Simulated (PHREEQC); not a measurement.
1 kg of water holding 0.0049 mol/kgw Na2CO3, 0.0029 mol/kgw Na2B4O7, 0.026 mol/kgw Na2SO4 and 0.062 mol/kgw KCl is evaporated at 30 °C; the solids stay in contact with the brine. CO2 is held at log p = -3.4 (atm). Solids allowed: Arcanite, Burkeite, Glaserite, Halite, Kalicinite, Mirabilite, Misenite, Nahcolite, Natron, Sylvite, Thenardite, Trona, Borax, Boric_acid,s, KB5O8:4H2O, K2B4O7:4H2O, NaBO2:4H2O, NaB5O8:5H2O, Teepleite. Others were left out.

The numbers come from PHREEQC with the Pitzer model, pitzer.dat.

```csv
water left (kg),ionic strength,water activity,Halite (mol)
1,0.157,0.996,0
0.6755,0.232,0.995,0
0.4563,0.344,0.992,0
0.375,0.419,0.990,0
0.2534,0.621,0.986,0
0.1712,0.921,0.980,0
0.1157,1.37,0.971,0
0.07815,2.03,0.958,0
0.06426,2.47,0.949,0
0.04346,3.66,0.924,0
0.02944,4.78,0.894,0
0.01987,5.61,0.857,0
0.01338,6.93,0.795,0
0.01098,7.92,0.750,0
0.007367,9.10,0.702,0.00618
0.00489,9.10,0.702,0.0172
```

Glaserite from water left = 0.02944 kg (pH 9.63); Borax from water left = 0.02421 kg (pH 9.66); Sylvite from water left = 0.008995 kg (pH 9.81); Halite from water left = 0.007367 kg (pH 9.83); Trona from water left = 0.007367 kg (pH 9.83).

Complexes and solids missing from the database can't appear.
